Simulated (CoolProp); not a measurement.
A simple Rankine cycle with cyclopentane: condensing at 325.15 K, boiler at 1.76 MPa, turbine inlet 461.8 K, turbine efficiency 0.75, pump efficiency 0.6, no recuperator. Each further row changes one setting.

Model: reference Helmholtz-energy equation of state, Gedanitz 2015, in CoolProp.

```json
[
 {"case": "as stated", "thermal efficiency (%)": "15.4", "net work (kJ/kg)": "88.4", "heat in (kJ/kg)": "573", "turbine exit temperature (K)": "389.8", "volume ratio over the turbine": "17.0"},
 {"case": "turbine inlet 481.8 K", "thermal efficiency (%)": "15.3", "net work (kJ/kg)": "95.0", "heat in (kJ/kg)": "619", "turbine exit temperature (K)": "412.7", "volume ratio over the turbine": "16.5"},
 {"case": "condensing temperature 317.15 K", "thermal efficiency (%)": "16.5", "net work (kJ/kg)": "96.9", "heat in (kJ/kg)": "588", "turbine exit temperature (K)": "384.2", "volume ratio over the turbine": "22.0"},
 {"case": "boiler pressure 1.23 MPa", "thermal efficiency (%)": "13.9", "net work (kJ/kg)": "81.9", "heat in (kJ/kg)": "589", "turbine exit temperature (K)": "403.2", "volume ratio over the turbine": "11.2"},
 {"case": "turbine efficiency 0.65", "thermal efficiency (%)": "13.3", "net work (kJ/kg)": "76.1", "heat in (kJ/kg)": "573", "turbine exit temperature (K)": "397.1", "volume ratio over the turbine": "17.4"}
]
```
